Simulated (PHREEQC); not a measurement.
0.1 mol of Gypsum (CaSO4:2H2O) is brought to equilibrium with 1 kg of water holding 0.003 mol NaCl, at 25 °C, the pH being set by adding NaOH or HCl. Oxygen alone is held at its pressure in air (log pO2 = -0.68). The system is closed to CO2. The run lets Gypsum precipitate or redissolve, and no other solid.

Model: ion-association model, phreeqc.dat, run in PHREEQC.

```
pH     dissolved Ca (mol/kgw)  dissolved S (mol/kgw)  HSO4- (mol/kgw)  CaOH+ (mol/kgw)
-----  ----------------------  ---------------------  ---------------  ---------------
2                      0.0198                 0.0198          0.00497         1.33e-13
2.83                   0.0161                 0.0161         0.000850         7.38e-13
3.67                   0.0155                 0.0155         0.000126         4.92e-12
5.33                   0.0154                 0.0154          2.78e-6         2.23e-10
6.17                   0.0154                 0.0154          4.02e-7          1.54e-9
7                      0.0154                 0.0154              ___          1.04e-8
7.83                   0.0154                 0.0154          8.80e-9          7.06e-8
8.67                   0.0154                 0.0154          1.27e-9              ___
10.33                  0.0154                 0.0154         2.79e-11          2.23e-5
11.17                  0.0156                 0.0156              ___         0.000154
12                     0.0171                 0.0171         6.25e-13          0.00104
```

Problem. Some entries are withheld; supply them.

Solution. 
- 7, HSO4- (mol/kgw): 5.95e-8
- 8.67, CaOH+ (mol/kgw): 4.88e-7
- 11.17, HSO4- (mol/kgw): 4.05e-12
